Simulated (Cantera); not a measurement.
Cantera run:

```python
import numpy as np
import cantera as ct

gas_names = """
    CL CL2 H HCL H2 Si SiCL SiCL2 SiCL3 SiCL4 SiH SiHCL3 SiH2 SiH2CL2 SiH3 SiH3CL SiH4 Si2 Si3
""".split()
cond_names = """
    Si(cr) Si(L)
""".split()


def load(file, names, dense=False):
    # The tables refer to 1 bar. Condensed volumes are neglected.
    table = {s.name: s for s in ct.Species.list_from_file(file)}
    out = []
    for n in names:
        d = dict(table[n].input_data)
        d["thermo"] = dict(d["thermo"], **{"reference-pressure": 1e5})
        if dense:
            d["equation-of-state"] = {"model": "constant-volume", "density": "1e6 g/cm^3"}
        out.append(ct.Species.from_dict(d))
    return out


gas = ct.Solution(thermo="ideal-gas", species=load("nasa_gas.yaml", gas_names))
cond = {s.name: ct.Solution(thermo="fixed-stoichiometry", species=[s], name=s.name)
        for s in load("nasa_condensed.yaml", cond_names, dense=True)}
atoms = {
    'SiH2Cl2': {'Si': 1, 'H': 2, 'CL': 2},
    'H2': {'H': 2},
}
top_T = {}  # K; cautious upper limits of use, not melting points


def equilibrate(T, P, feed):
    n = {}
    for name, mol in feed.items():
        for a, k in atoms[name].items():
            n[a] = n.get(a, 0.0) + k * mol
    gas.TPX = T, P, n
    mass = sum(n.values()) * gas.mean_molecular_weight
    gas.equilibrate("TP")
    valid = [c for c in cond.values() if c.min_temp <= T <= top_T.get(c.name, c.max_temp)]
    mix = ct.Mixture([(gas, mass / gas.mean_molecular_weight)] + [(c, 0.0) for c in valid])
    mix.T, mix.P = T, P
    mix.equilibrate("TP", solver="vcs", rtol=1e-11, max_steps=5000)
    return mix


results = []
T = 1500  # K
P = 133.322  # Pa
for m in [14, 49, 84, 120, 150, 190, 220, 260]:
    feed = {'SiH2Cl2': 1, 'H2': m}  # mol
    mix = equilibrate(T, P, feed)
    results.append((T, P, feed, dict(zip(mix.species_names, mix.species_moles))))

top = {s: max(r[3][s] / sum(r[3][g] for g in gas_names) for r in results) for s in gas_names}
cols = sorted((s for s in top if top[s] > 1e-05), key=lambda s: -top[s])[:9]
seen = [c for c in cond_names if any(r[3].get(c, 0) > 1e-12 for r in results)]
print("log10 of partial pressures in bar; condensed amounts in mol")
print(f"{'n(H2)':>10s}" + "".join(f"{s[:9]:>10s}" for s in cols + seen))
for T, P, feed, n in results:
    ng = sum(n[g] for g in gas_names)
    print(f"{feed['H2']:10.4g}" + "".join(f"{np.log10(max(n[s] / ng * P / 1e5, 1e-99)):10.3f}" for s in cols)
          + "".join(f"{n.get(c, 0):10.4g}" for c in seen))
```

Result:

```
log10 of partial pressures in bar; condensed amounts in mol
     n(H2)        H2       HCL     SiCL2         H     SiCL3        CL      SiCL    Si(cr)
        14    -2.922    -3.976    -4.522    -6.215    -6.641    -7.363    -7.629    0.6362
        49    -2.891    -4.367    -5.336    -6.200    -7.861    -7.769    -8.036     0.822
        84    -2.885    -4.564    -5.736    -6.197    -8.461    -7.969    -8.236      0.88
       120    -2.882    -4.701    -6.014    -6.196    -8.877    -8.108    -8.375    0.9095
       150    -2.881    -4.789    -6.191    -6.195    -9.144    -8.197    -8.464    0.9246
       190    -2.880    -4.885    -6.383    -6.194    -9.431    -8.293    -8.559    0.9379
       220    -2.879    -4.944    -6.503    -6.194    -9.611    -8.353    -8.619    0.9449
       260    -2.879    -5.013    -6.640    -6.194    -9.817    -8.422    -8.688    0.9519
```

Method: chemical equilibrium by Gibbs-energy minimisation in Cantera with the NASA 1993 tables (ideal gas, pure condensed phases). The tables' values for SiCl3, SiCl are old estimates; treat these amounts as uncertain.
